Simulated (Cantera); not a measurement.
A closed system holds: 1 mol Al₂O₃, 0.2 mol N₂, held at 0.000190 bar.

Equilibrium computed with Cantera from the NASA thermochemical tables; the gas is ideal and each condensed phase is pure. Candidate condensed phases: Al, AlN, Al₂O₃; 16 gas species. Kinetics and transport are ignored.

### Question
Which condensed phases are stable at each of these points (T (K)): 2073, 2173, 2273, 2373, 2473, 2573, 2673, 2773, 2873?

### Answer
```csv
T (K),condensed phases,Al condensed (%)
2073,Al₂O₃(s),100.0
2173,Al₂O₃(s),100.0
2273,Al₂O₃(s),100.0
2373,Al₂O₃(l),99.9
2473,Al₂O₃(l),99.5
2573,Al₂O₃(l),98.1
2673,Al₂O₃(l),83.0
2773,gas only,0.0
2873,gas only,0.0
```

From 2073 K to 2273 K the condensed part is Al₂O₃(s). From 2373 K to 2673 K the condensed part is Al₂O₃(l). From 2773 K to 2873 K nothing is condensed.
